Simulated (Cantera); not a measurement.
Feed: 1 mol SiH₂Cl₂, 6.8 mol NH₃, equilibrated at 0.555 Torr.

Method: chemical equilibrium by Gibbs-energy minimisation in Cantera with the NASA 1993 tables (ideal gas, pure condensed phases). Candidate condensed phases: NH₄Cl, Si, Si₃N₄; 28 gas species. Gases not in the tables: Si₂H₆ and higher silanes. Kinetics and transport are ignored.

**Question.** What share of the Si ends up in condensed phases as a function of T (K), at 1525, 1575, 1625, 1675, 1725, 1775, 1825, 1875?

**Answer.** 
```
T (K)  Si condensed (%)        as
-----  ----------------  --------
1525               65.2  Si₃N₄(s)
1575               57.4     Si(s)
1625               56.6     Si(s)
1675               55.4     Si(s)
1725               54.6     Si(l)
1775               53.0     Si(l)
1825               48.4     Si(l)
1875               38.7     Si(l)
```
